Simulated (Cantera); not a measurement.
Feed: 1 mol MgSO4, 4.3 mol O2, held at 1500 K and 18.0 Pa.

Cantera equilibrium calculation (NASA polynomials, part measured and part estimated; ideal gas, pure solids and liquids). Candidate condensed phases: Mg, MgO, MgS, MgSO4, S; 14 gas species. Kinetics and transport are ignored.

Base state: O2 0.827, SO2 0.172, O 0.000275, SO3 7.86e-5 (mole fractions); condensed: MgO(s).

What changes in the equilibrium state with this change: pressure from 18.0 Pa to 0.133 bar?


```csv
species,before,after
O2,0.827,0.827
SO2,0.172,0.170
SO3,7.86e-5,0.00212
O,0.000275,1.01e-5
"MgO(s), mol",1.00,1.00
```
